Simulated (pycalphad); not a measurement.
Source of the numbers: pycalphad with the COST 507 light-alloy database (1999); pressure 1 atm. These are 1990s assessments: newer ones move some temperatures and phases. Diffusion is slow at the low end, where real alloys seldom reach equilibrium.

Molar enthalpy of Si-0.52Cu (at.%) in equilibrium (SER reference):

```csv
T (K),H (kJ/mol),phases
1850,90.40,liquid
1750,87.68,liquid
1700,86.32,liquid
1650,38.43,diamond (Si) + liquid
1550,33.00,diamond (Si) + liquid
1450,29.69,diamond (Si) + liquid
1350,26.68,diamond (Si) + liquid
1250,23.82,diamond (Si) + liquid
1150,21.06,diamond (Si) + liquid
1050,18.29,diamond (Si) + CU19SI6_ETA
1000,16.97,diamond (Si) + CU19SI6_ETA
950,15.66,diamond (Si) + CU19SI6_ETA
850,13.07,diamond (Si) + CU19SI6_ETA
750,10.53,diamond (Si) + CU19SI6_ETA
650,8.05,diamond (Si) + CU19SI6_ETA
550,5.64,diamond (Si) + CU19SI6_ETA
```

Cooling from 1700 K to 1050 K, across the freezing range, releases 68.0 kJ/mol, or 2410 J/g. The slope is 27 J/(mol K) in the liquid and 26 J/(mol K) just below the solidus, where it includes any heat of precipitation. Liquidus 1685 K, solidus 1074 K. Changes were sought between steps of 50 K, so a narrower field can be missed.

Database names, with the compositions (at.%) that they take in these runs: CU19SI6_ETA: Cu 76 Si 24.
